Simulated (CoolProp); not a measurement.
A simple Rankine cycle with hydrogen sulfide: condensing at 312.15 K, boiler at 7.58 MPa, turbine inlet 513.2 K, turbine efficiency 0.65, pump efficiency 0.7, no recuperator. Each further row changes one setting.

Model: reference Helmholtz-energy equation of state, Lemmon 2006, in CoolProp. It is a short technical equation, of lower accuracy than the large ones.

```json
[
 {"case": "as stated", "thermal efficiency (%)": "9.4", "net work (kJ/kg)": "56.1", "heat in (kJ/kg)": "595", "turbine exit temperature (K)": "431.5", "volume ratio over the turbine": "2.35"},
 {"case": "turbine inlet 533.2 K", "thermal efficiency (%)": "9.6", "net work (kJ/kg)": "59.7", "heat in (kJ/kg)": "621", "turbine exit temperature (K)": "450.5", "volume ratio over the turbine": "2.35"},
 {"case": "condensing temperature 304.15 K", "thermal efficiency (%)": "?", "net work (kJ/kg)": "65.9", "heat in (kJ/kg)": "?", "turbine exit temperature (K)": "?", "volume ratio over the turbine": "2.76"},
 {"case": "boiler pressure 5.31 MPa", "thermal efficiency (%)": "6.6", "net work (kJ/kg)": "40.3", "heat in (kJ/kg)": "614", "turbine exit temperature (K)": "461.1", "volume ratio over the turbine": "1.73"},
 {"case": "turbine efficiency 0.55", "thermal efficiency (%)": "7.7", "net work (kJ/kg)": "?", "heat in (kJ/kg)": "595", "turbine exit temperature (K)": "440.0", "volume ratio over the turbine": "?"}
]
```

Q: Fill in the missing entries.

A: 
- condensing temperature 304.15 K, thermal efficiency (%): 10.7
- condensing temperature 304.15 K, heat in (kJ/kg): 613
- condensing temperature 304.15 K, turbine exit temperature (K): 418.8
- turbine efficiency 0.55, net work (kJ/kg): 46.0
- turbine efficiency 0.55, volume ratio over the turbine: 2.41
